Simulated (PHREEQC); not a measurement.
# Nickel, zinc or cadmium bath (model solution)

A solution holds 0.00085 mol/kgw CdCl2, 0.32 mol/kgw NaCl and 0.00045 mol/kgw FeSO4, at 25 °C. Closed to the air; pH follows from the charge balance.

Computed with PHREEQC (ion-association model, phreeqc.dat).

```yaml
pH: 6.41
ionic_strength: 0.322 mol/kgw
activity_of_water: 0.989
specific_conductance: 30400 µS/cm
density: 1.010 g/cm³
```

```csv
species,molality,activity,log γ
Cl-,0.321,0.218,-0.167
Na+,0.320,0.233,-0.138
CdCl+,0.000455,0.000333,-0.135
Fe+2,0.000402,0.000114,-0.546
SO4-2,0.000321,7.83e-5,-0.612
CdCl2,0.000281,0.000303,0.032
```

This is a speciation only: nothing precipitates in the calculation.
